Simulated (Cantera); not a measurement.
Feed: 1 mol toluene, 17 mol H2, equilibrated at 2525 K and 0.00650 bar.

Equilibrium computed with Cantera from the NASA thermochemical tables; the gas is ideal and each condensed phase is pure. Candidate condensed phases: C, C6H6, C7H8, C8H18; 76 gas species. Kinetics and transport are ignored.

Base state: H2 0.700, H 0.291, C2H2 (acetylene) 0.00841, C2H 0.000264, C3 0.000112, C4H2 4.17e-5, C 3.60e-5, C2 1.04e-5 (mole fractions); condensed: C(graphite).

What changes in the equilibrium state with this change: temperature from 2525 K to 2823.15 K?


```json
[
 {"species": "H", "before": "0.291", "after": "0.639"},
 {"species": "H2", "before": "0.700", "after": "0.337"},
 {"species": "C2H2 (acetylene)", "before": "0.00841", "after": "0.0121"},
 {"species": "C3", "before": "0.000112", "after": "0.00644"},
 {"species": "C5", "before": "3.73e-7", "after": "6.67e-5"},
 {"species": "C4", "before": "7.70e-8", "after": "1.28e-5"},
 {"species": "C2", "before": "1.04e-5", "after": "0.000632"},
 {"species": "C", "before": "3.60e-5", "after": "0.00130"},
 {"species": "C(graphite), mol", "before": "6.56", "after": "5.33"}
]
```

What changes in the equilibrium state with this change: toluene replaced by CH3OH?


| species | before | after |
|---|---|---|
| H2 | 0.700 | 0.672 |
| H | 0.291 | 0.285 |
| CO | 0 | 0.0429 |
| C2H2 (acetylene) | 0.00841 | 2.73e-7 |
| C3 | 0.000112 | <1e-9 |
| C4H2 | 4.17e-5 | <1e-9 |
| C2H | 0.000264 | 8.77e-9 |
| C2 | 1.04e-5 | <1e-9 |
| C | 3.60e-5 | 2.09e-7 |
| C(graphite), mol | 6.56 | 0 |
Further candidate phases: H2O.
